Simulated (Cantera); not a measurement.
# Equilibrium for sublimation and decomposition of ceramics: Si₃N₄ + C + N₂

Feed: 1 mol Si₃N₄, 0.021 mol C, 0.079 mol N₂, at 69.0 Torr.

Equilibrium computed with Cantera from the NASA thermochemical tables; the gas is ideal and each condensed phase is pure. Candidate condensed phases: C, Si, SiC, Si₃N₄; 20 gas species. Mutual solubility and eutectic melting of coexisting phases are not modelled. The tables' values for SiN are old estimates; treat these amounts as uncertain. Kinetics and transport are ignored.

| T (K) | x N₂ | x Si | x Si₂ | x Si₂C | n SiC(s) | n Si₃N₄(s) | n Si(l) |
|---|---|---|---|---|---|---|---|
| 1775 | 1.000 | 3.79e-6 | 3.37e-9 | 3.52e-8 | 0.0210 | 0.993 | 0 |
| 1875 | 1.000 | 4.50e-5 | 1.55e-7 | 7.01e-7 | 0.0210 | 0.993 | 0 |
| 1975 | 1.000 | 0.000351 | 3.43e-6 | 8.65e-6 | 0.0210 | 0 | 2.98 |
| 2075 | 0.999 | 0.00111 | 1.37e-5 | 4.12e-5 | 0.0209 | 0 | 2.98 |
| 2175 | 0.996 | 0.00314 | 4.78e-5 | 0.000169 | 0.0206 | 0 | 2.97 |
| 2275 | 0.990 | 0.00809 | 0.000149 | 0.000608 | 0.0196 | 0 | 2.96 |
| 2375 | 0.977 | 0.0193 | 0.000423 | 0.00196 | 0.0163 | 0 | 2.93 |
| 2475 | 0.947 | 0.0427 | 0.00110 | 0.00573 | 0.00599 | 0 | 2.86 |
| 2575 | 0.895 | 0.0889 | 0.00264 | 0.00778 | 0 | 0 | 2.73 |
| 2675 | 0.803 | 0.175 | 0.00594 | 0.00738 | 0 | 0 | 2.45 |
| 2775 | 0.641 | 0.328 | 0.0126 | 0.00614 | 0 | 0 | 1.76 |
| 2875 | 0.421 | 0.540 | 0.0212 | 0.00412 | 0 | 0 | 0 |
x: gas mole fraction; n: condensed amount in mol.

From 1775 K to 1875 K the condensed part is SiC(s) + Si₃N₄(s). From 1975 K to 2475 K the condensed part is Si(l) + SiC(s). From 2575 K to 2775 K the condensed part is Si(l). At 2875 K nothing is condensed. The main Si-bearing gas is Si throughout.
